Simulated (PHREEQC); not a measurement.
Na3PO4 is added in steps, without added water, to 1 kg of water holding 20 mmol/kgw NH4HF2 and 0.077 mmol/kgw H2SiF6, at 25 °C. Oxygen alone is held at its pressure in air (log pO2 = -0.68). No CO2 enters from the air. Only these solids could form: SiO2(a).

Base run: PHREEQC, ion-association model, wateq4f.dat. Each further column changes one thing. The table gives H4SiO4 (mol/kgw).

```
Na3PO4 added (mol)      base  all activity coefficients set to 1  metal-ligand complexes left out  Davies equation for every ion  database phreeqc.dat
------------------  --------  ----------------------------------  -------------------------------  -----------------------------  --------------------
0                   6.65e-12                            8.64e-12                         6.65e-12                       6.50e-12              4.93e-12
0.004               2.40e-11                            3.28e-11                         2.38e-11                       2.32e-11              2.00e-11
0.008               9.80e-10                             1.41e-9                         9.64e-10                       9.42e-10              9.18e-10
0.01                 1.07e-5                             1.71e-5                          1.07e-5                        1.02e-5               1.06e-5
0.014                7.69e-5                             7.68e-5                          7.69e-5                        7.69e-5               7.69e-5
0.018                7.64e-5                             7.62e-5                          7.64e-5                        7.64e-5               7.64e-5
0.022                7.32e-5                             7.36e-5                          7.31e-5                        7.32e-5               7.30e-5
0.026                6.53e-5                             6.76e-5                          6.52e-5                        6.55e-5               6.45e-5
0.03                 5.44e-5                             5.86e-5                          5.43e-5                        5.47e-5               5.31e-5
0.032                4.77e-5                             5.26e-5                          4.76e-5                        4.81e-5               4.62e-5
0.036                3.17e-5                             3.62e-5                          3.17e-5                        3.21e-5               3.05e-5
0.04                 1.50e-5                             1.32e-5                          1.54e-5                        1.53e-5               1.53e-5
```

H3PO4, which wateq4f.dat lacks, is added to it with the constant of phreeqc.dat. SiF6-2 is the database's only silicon fluoride. phreeqc.dat and wateq4f.dat share most of their constants, so their agreement is no independent check. Solids allowed in the column 'database phreeqc.dat': Chalcedony.
